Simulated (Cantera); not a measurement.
A Cantera script and its output.

```python
import numpy as np
import cantera as ct

gas = ct.Solution("h2o2.yaml")
gas.TPX = 1175, 23000, {'H2': 1.5, 'O2': 1, 'N2': 3.2}
inlet = ct.Reservoir(gas, clone=True)

reactor = ct.IdealGasConstPressureReactor(gas, energy="off", clone=False)
exhaust = ct.Reservoir(gas, clone=True)
tau = [2.2, 0.59, 0.16, 0.044, 0.012, 0.0032, 0.00088, 0.00024][0]
for a, b in ((inlet, reactor), (reactor, exhaust)):
    ct.MassFlowController(a, b, mdot=lambda t: reactor.mass / tau)
net = ct.ReactorNet([reactor])
show = ['H2', 'O2', 'OH', 'H2O2', 'O']

rows = []
print(f"{'tau/s':>10s}{'T/K':>9s}" + "".join(f"{s:>11s}" for s in show))
for tau in [2.2, 0.59, 0.16, 0.044, 0.012, 0.0032, 0.00088, 0.00024]:
    net.initial_time = 0.0
    net.advance(30 * tau)
    before = gas.X
    net.advance(40 * tau)
    drift = np.max(np.abs(gas.X - before) / (gas.X + 1e-9))
    rows.append([gas.T, *gas[show].X, drift])
    print(f"{tau:10.3e}{gas.T:9.1f}" + "".join(f"{x:11.3e}" for x in gas[show].X))
```

It prints:

```
     tau/s      T/K         H2         O2         OH       H2O2          O
 2.200e+00   1175.0  2.440e-04  5.055e-02  2.196e-04  6.931e-07  2.908e-05
 5.900e-01   1175.0  5.821e-04  5.066e-02  3.428e-04  1.168e-06  7.305e-05
 1.600e-01   1175.0  1.353e-03  5.094e-02  5.385e-04  1.791e-06  1.799e-04
 4.400e-02   1175.0  3.040e-03  5.162e-02  8.473e-04  2.437e-06  4.281e-04
 1.200e-02   1175.0  6.650e-03  5.323e-02  1.337e-03  2.905e-06  9.905e-04
 3.200e-03   1175.0  1.410e-02  5.695e-02  2.098e-03  3.021e-06  2.225e-03
 8.800e-04   1175.0  2.766e-02  6.452e-02  3.132e-03  2.815e-06  4.593e-03
 2.400e-04   1175.0  5.098e-02  7.842e-02  4.331e-03  2.446e-06  8.344e-03
```

Computed with Cantera and the H2/O2 subset of GRI-Mech 3.0, which has no nitrogen chemistry. The temperature is held fixed by assumption; the heat of reaction is taken as removed at once.
